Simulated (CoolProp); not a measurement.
Vapour pressure (MPa) of tetrahydrofuran: the reference equation beside estimates from Tc = 540.2 K, pc = 5.304 MPa, ω = 0.234. Clausius-Clapeyron is anchored at 345.3 K with a constant enthalpy of vaporisation of 29.68 kJ/mol.

Computed with CoolProp (reference Helmholtz-energy equation of state, Fiedler 2023).

```tsv
T (K)	reference	Clausius-Clapeyron	van der Waals	Redlich-Kwong	Peng-Robinson
288.3	0.01379	0.01599	0.2263	0.02831	0.01397
302.5	0.02610	0.02859	0.3057	0.05061	0.02621
316.8	0.04635	0.04870	0.4034	0.08510	0.04629
331.1	0.07767	0.07924	0.5205	0.1354	0.07732
345.3	0.1235	0.1235	0.6578	0.2049	0.1227
359.6	0.1886	0.1862	0.8187	0.2990	0.1876
373.9	0.2778	0.2723	1.004	0.4214	0.2765
388.1	0.3951	0.3861	1.213	0.5754	0.3941
402.4	0.5477	0.5354	1.450	0.7675	0.5478
```

Absolute difference from the reference over all 9 rows, mean and median: Clausius-Clapeyron 4.5 and 2.2 %, van der Waals 594.7 and 432.6 %, Redlich-Kwong 68.8 and 65.9 %, Peng-Robinson 0.5 and 0.5 %.
